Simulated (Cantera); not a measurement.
## Diamond growth

A diamond (100) surface in a fixed gas of H2 with x(CH4) = 0.018, x(H) = 0.0014, at 1050 K, 19000 Pa; coverages are run to steady state.

Detailed kinetics in Cantera: the Harris–Goodwin 1993 mechanism for the reconstructed diamond (100) surface.

```csv
x(CH3),growth (µm/h),θ c6HH,θ c6H*,θ c6*H,θ c6**,θ c6HM
1e-06,0.109,0.557,0.0228,0.407,0.0126,0.000277
2.2e-06,0.239,0.557,0.0228,0.407,0.0126,0.000608
4.9e-06,0.531,0.556,0.0228,0.407,0.0126,0.00135
1.1e-05,1.19,0.555,0.0227,0.406,0.0126,0.00303
2.4e-05,2.58,0.552,0.0226,0.403,0.0125,0.00657
5.3e-05,5.62,0.546,0.0223,0.399,0.0123,0.0143
0.00012,12.3,0.533,0.0217,0.388,0.0118,0.0315
0.00026,25.2,0.507,0.0206,0.369,0.0110,0.0642
0.00058,49.6,0.458,0.0185,0.331,0.00937,0.127
```
θ: site fractions in the mechanism's names (c6HH fully hydrogenated, c6H* and c6*H radical sites, c6** diradical, c6HM methylated).
